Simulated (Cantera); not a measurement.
BN + NF₃ + N₂ (nitride etching)

Feed: 1 mol BN, 0.58 mol NF₃, 82 mol N₂, at 1125 K and 1330 Pa.

Cantera equilibrium calculation (NASA polynomials, part measured and part estimated; ideal gas, pure solids and liquids). Candidate condensed phases: B, BN; 13 gas species. Equilibrium is a limit: real reactors are often held back by kinetics, nucleation or transport.

```json
{
  "x(N₂)": "0.993",
  "x(BF₃)": "0.00697",
  "n(BN(s))": "0.420 mol",
  "gas_amount": "83.16 mol",
  "log10 activity of B(s) (absent)": "-6.10"
}
```
